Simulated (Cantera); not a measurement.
A perfectly stirred reactor is fed with NO : N₂ = 1 : 0.43 (molar parts), at 1300 Pa; it is held at 1748 K, and followed from long to short residence time.

Detailed kinetics in Cantera: GRI-Mech 3.0 (53 species, 325 reactions). Radical loss at walls, strong at low pressure, is not modelled.

Task: What does this change do: pressure from 1300 Pa to 100000 Pa?

Result: 
| quantity | before | after |
|---|---|---|
| x(NO) at τ = 0.330 s | 0.699 | 0.657 |
| x(N₂) at τ = 0.330 s | 0.301 | 0.322 |
| x(N₂O) at τ = 0.330 s | 0.000109 | 0.000172 |
| x(O₂) at τ = 0.330 s | 0.000269 | 0.0208 |
| x(NO₂) at τ = 0.330 s | 2.25e-5 | 0.000650 |
| x(NO) at τ = 9.20 ms | 0.699 | 0.698 |
| x(N₂) at τ = 9.20 ms | 0.301 | 0.301 |
| x(N₂O) at τ = 9.20 ms | 8.02e-6 | 0.000152 |
| x(O₂) at τ = 9.20 ms | 2.72e-7 | 0.000430 |
| x(NO₂) at τ = 9.20 ms | 9.27e-7 | 0.000290 |
